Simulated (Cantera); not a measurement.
Input: 1 mol CH₃SiH₃, 0.55 mol CH₄, 420 mol H₂, equilibrated at 16.0 mbar.

Method: chemical equilibrium by Gibbs-energy minimisation in Cantera with the NASA 1993 tables (ideal gas, pure condensed phases). Candidate condensed phases: C, C₆H₆, C₇H₈, C₈H₁₈, Si, SiC; 87 gas species. The feed counts by its element totals alone. Kinetics and transport are ignored.

Over these rows the condensed part is C(graphite) + SiC(s). Partial pressures as log10 of bar:

```tsv
T (K)	1000/T (1/K)	log p C₂H₂ (acetylene)	log p H₂
1050	0.9524	-10.18	-1.80
1200	0.8333	-8.78	-1.80
1350	0.7407	?	-1.80
1500	0.6667	-6.84	-1.80
1650	0.6061	-6.14	-1.80
1800	0.5556	-5.55	-1.80
```

**Question.** Fit log p(C₂H₂ (acetylene)) = a + b·(1000/T) to the five rows, give the apparent enthalpy, and predict the row at 1350 K.

**Answer.** Means: 1000/T = 0.7228, log p = -7.498. Sxy = -1.278546, Sxx = 0.1096483, so b = -11.66 and a = -7.498 − (-11.66)×0.7228 = 0.93.
Apparent enthalpy: −19.145 × (-11.66) = 223 kJ/mol. With the condensed phases at unit activity, 2 C(graphite) + H₂(g) = C₂H₂ (acetylene)(g) links this pressure to the main gases: over the six rows their terms move log p by +0.00 in all, so the slope is close to that reaction's ΔH°. The five rows lie within 0.01 of the line.
Prediction at 1350 K: 0.93 + (-11.66)×0.7407 = -7.71. The computed value is -7.70, 0.01 from the line.
